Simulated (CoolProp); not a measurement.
Fluoroethane (R161) along the isobar 5 MPa: fugacity coefficient from the reference equation and from simpler models built on Tc = 102.1 °C, pc = 5.010 MPa, ω = 0.216; each cubic takes its own stable root.

Computed with CoolProp (reference Helmholtz-energy equation of state, Wu 2012).

| T (°C) | phase | reference |
|---|---|---|
| -23.15 | liquid | 0.04105 |
| -7.75 | liquid | 0.07078 |
| 7.65 | liquid | 0.1130 |
| 22.95 | liquid | 0.1689 |
| 38.35 | liquid | 0.2397 |
| 53.75 | liquid | 0.3246 |
| 69.15 | liquid | 0.4220 |
| 84.55 | liquid | 0.5290 |
| 99.95 | liquid | 0.6395 |
| 115.35 | gas | 0.6999 |
| 130.65 | gas | 0.7389 |
| 146.05 | gas | 0.7704 |
| 161.45 | gas | 0.7967 |
| 176.85 | gas | 0.8191 |

How far does each simpler model (Redlich-Kwong, Soave-Redlich-Kwong, Peng-Robinson) lie from the reference over these 14 states: mean and median of the absolute difference, and the worst?


- Redlich-Kwong: mean 16.0 %, median 9.3 %, worst +53.5 % at -23.15 °C and 5 MPa
- Soave-Redlich-Kwong: mean 3.0 %, median 3.1 %, worst +4.9 % at 53.75 °C and 5 MPa
- Peng-Robinson: mean 1.2 %, median 1.2 %, worst -2.0 % at 130.65 °C and 5 MPa
